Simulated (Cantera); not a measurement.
Cantera run:

```python
import numpy as np
import cantera as ct

gas_names = """
    CL CL2 H HCL H2 N NH NH2 NH3 N2 N2H2 N2H4 Si SiCL SiCL2 SiCL3 SiCL4 SiH SiHCL3 SiH2 SiH2CL2 SiH3
    SiH3CL SiH4 SiN Si2 Si2N Si3
""".split()
cond_names = """
    NH4CL(a) NH4CL(b) Si(cr) Si(L) Si3N4(a)
""".split()


# ... load() reads the species with a 1 bar reference pressure and builds the phases ...
atoms = {
    'Si3H8': {'Si': 3, 'H': 8},
    'HCl': {'H': 1, 'CL': 1},
    'N2': {'N': 2},
    'Cl2': {'CL': 2},
}
top_T = {'Si3N4(a)': 2400}  # K; cautious upper limits of use, not melting points


# ... equilibrate(T, P, feed) seeds the gas with the atoms and calls Mixture.equilibrate('TP', solver="vcs", rtol=1e-11, max_steps=5000) ...
results = []
feed = {'Si3H8': 1, 'HCl': 0.026, 'N2': 71, 'Cl2': 0.0057}  # mol
T = 825  # K
P = 13332.2  # Pa
mix = equilibrate(T, P, feed)
results.append((T, P, feed, dict(zip(mix.species_names, mix.species_moles))))
print(gas.report(threshold=1e-06))
for i in range(1, mix.n_phases):
    print(f"{mix.phase(i).name:16s} {mix.phase_moles(i):12.5e} mol")
```

Output:

```
       temperature   825 K
          pressure   13332 Pa
           density   0.051694 kg/m^3
  mean mol. weight   26.597 kg/kmol
   phase of matter   gas

                          1 kg             1 kmol
                     ---------------   ---------------
          enthalpy        5.9269e+05        1.5764e+07  J
   internal energy        3.3479e+05        8.9041e+06  J
           entropy            8917.5        2.3717e+05  J/K
    Gibbs function       -6.7642e+06       -1.7991e+08  J
 heat capacity c_p            1184.5             31503  J/K
 heat capacity c_v            871.85             23188  J/K

                      mass frac. Y      mole frac. X     chem. pot. / RT
                     ---------------   ---------------   ---------------
               HCL        0.00070199        0.00051211           -46.864
                H2         0.0041452          0.054687            -21.97
               NH3        2.4833e-06         3.878e-06           -46.187
                N2           0.99515            0.9448           -26.463
     [  +24 minor]        6.2466e-11        1.5114e-11

Si(cr)            0.00000e+00 mol
Si3N4(a)          1.00000e+00 mol
```

Method: chemical equilibrium by Gibbs-energy minimisation in Cantera with the NASA 1993 tables (ideal gas, pure condensed phases). The feed counts by its element totals alone. N2 is the only nitrogen source here; it is nearly inert below about 1500 K, so the nitride shown seldom forms there in practice.
